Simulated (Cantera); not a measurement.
# NO annealing gas

An isothermal, constant-pressure homogeneous reactor starts with NO : N2 : H2O = 1 : 3 : 0.022 (molar parts), at 1950 K and 67000 Pa.

Cantera simulation using GRI-Mech 3.0 (53 species, 325 reactions); the numbers are that mechanism's predictions, not measurements.

```tsv
t (s)	x NO	x O	x O2	x N2O	x N2	x NO2
1.00e-5	0.249	2.97e-7	3.07e-10	3.30e-7	0.746	1.64e-8
3.51e-5	0.249	8.17e-7	3.41e-9	1.14e-6	0.746	1.65e-7
0.000123	0.249	1.65e-6	3.88e-8	3.80e-6	0.746	1.19e-6
0.000433	0.249	3.79e-6	7.65e-7	1.12e-5	0.746	6.18e-6
0.00152	0.248	1.27e-5	3.17e-5	2.23e-5	0.746	1.88e-5
0.00534	0.248	1.46e-5	0.000200	2.43e-5	0.746	1.82e-5
0.0187	0.247	2.10e-5	0.000728	2.46e-5	0.747	2.74e-5
0.0658	0.243	3.38e-5	0.00263	2.44e-5	0.749	4.58e-5
0.231	0.230	5.83e-5	0.00934	2.19e-5	0.755	7.73e-5
0.811	0.186	0.000101	0.0310	1.44e-5	0.777	0.000111
2.85	0.0919	0.000156	0.0781	3.60e-6	0.824	8.63e-5
10.0	0.0167	0.000189	0.116	3.53e-7	0.862	1.91e-5
```
x: mole fraction; the columns are a selection and need not sum to one.

Equilibrium at this temperature and pressure: NO 0.00533, O 0.000193, O2 0.121, N2O 2.58e-7, N2 0.867, NO2 6.22e-6 (gas phase only).
